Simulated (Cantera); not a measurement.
**Equilibrium for silicon oxide and oxynitride deposition: HMDSO + NO + N2 + CO2**

Input: 1 mol HMDSO, 6.3 mol NO, 19 mol N2, 0.96 mol CO2, held at 1375 K and 0.100 bar.

Method: chemical equilibrium by Gibbs-energy minimisation in Cantera with the NASA 1993 tables (ideal gas, pure condensed phases). Candidate condensed phases: C, C6H6, C7H8, C8H18, H2O, Si, SiC, SiO2, Si2N2O, Si3N4; 151 gas species. The feed counts by its element totals alone. Mutual solubility and eutectic melting of coexisting phases are not modelled. The tables hold silica as quartz up to 1696 K and as liquid above; real silica turns to tridymite and cristobalite and melts near 1996 K. Rates play no part.

```
Item                                       Result
--------------------------------------  ---------
x(N2)                                       0.575
x(H2)                                       0.240
x(CO)                                       0.185
x(HCN)                                    5.75e-5
x(H2O)                                    5.33e-5
x(CO2)                                    1.99e-5
x(CH4)                                    1.10e-5
x(H)                                      5.31e-6
x(SiO)                                    1.48e-6
n(SiO2(β-quartz))                       0.840 mol
n(Si2N2O(s))                            0.580 mol
gas amount                              37.53 mol
log10 activity of C(graphite) (absent)      -0.42
log10 activity of Si(s) (absent)            -4.93
```
